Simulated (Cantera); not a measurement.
Feed: 1 mol Si, 1.7 mol Cl₂, 6.8 mol H₂, equilibrated at 952 °C and 10000 Pa.

Cantera equilibrium calculation (NASA polynomials, part measured and part estimated; ideal gas, pure solids and liquids). Candidate condensed phases: Si; 19 gas species. The tables' values for SiCl₃ are old estimates; treat these amounts as uncertain. Equilibrium is a limit: real reactors are often held back by kinetics, nucleation or transport.

Base state: H₂ 0.815, HCl 0.0793, SiCl₄ 0.0563, SiCl₂ 0.0188, SiHCl₃ 0.0180, SiCl₃ 0.0116, SiH₂Cl₂ 0.000773 (mole fractions); condensed: Si(s).

What changes in the equilibrium state with this change: temperature from 952 °C to 302 °C?


```tsv
species	before	after
H₂	0.815	0.879
SiCl₄	0.0563	0.0867
SiHCl₃	0.0180	0.0335
HCl	0.0793	3.38e-5
SiCl₂	0.0188	<1e-9
SiCl₃	0.0116	1.40e-7
SiH₂Cl₂	0.000773	0.000596
Si(s), mol	0.171	0.0844
```
